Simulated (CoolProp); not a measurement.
Properties of hydrogen sulfide at several states.

Computed with CoolProp (reference Helmholtz-energy equation of state, Lemmon 2006). It is a short technical equation, of lower accuracy than the large ones.

```tsv
T (°C)	p (MPa)	phase	density (kg/m³)	cp (kJ/(kg K))	expansivity (1/kK)	viscosity (µPa s)
-33.25	2.78	liquid	[?]	1.998	[?]	214
483.85	0.0206	gas	0.1115	1.229	1.321	[?]
361.35	0.0765	gas	0.4944	[?]	1.579	[?]
335.65	2.25	gas	15.37	1.180	1.748	24.5
241.75	0.0296	gas	0.2357	[?]	1.945	[?]
340.45	0.114	gas	0.7621	[?]	1.635	24.5
```

Q: What belongs in the gaps?

A: 
- -33.25, density (kg/m³): 903.1
- -33.25, expansivity (1/kK): 2.072
- 483.85, viscosity (µPa s): 29.3
- 361.35, cp (kJ/(kg K)): 1.164
- 361.35, viscosity (µPa s): 25.2
- 241.75, cp (kJ/(kg K)): 1.100
- 241.75, viscosity (µPa s): 20.9
- 340.45, cp (kJ/(kg K)): 1.153

Viscosity comes from a separate model (Quiñones-Cisneros 2012).
